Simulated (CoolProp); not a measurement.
The numbers come from the reference Helmholtz-energy equation of state, Thol 2019 in CoolProp.

Task: For dodecamethylpentasiloxane (MD3M), give the phase and the density (kg/m³), cp (kJ/(kg K)), cv (kJ/(kg K)), expansivity (1/kK) at 194.65 °C and 1.01 bar.

Result: 
- 194.65 °C and 1.01 bar: liquid; density 697, cp 2.08, cv 1.83, expansivity 1.66
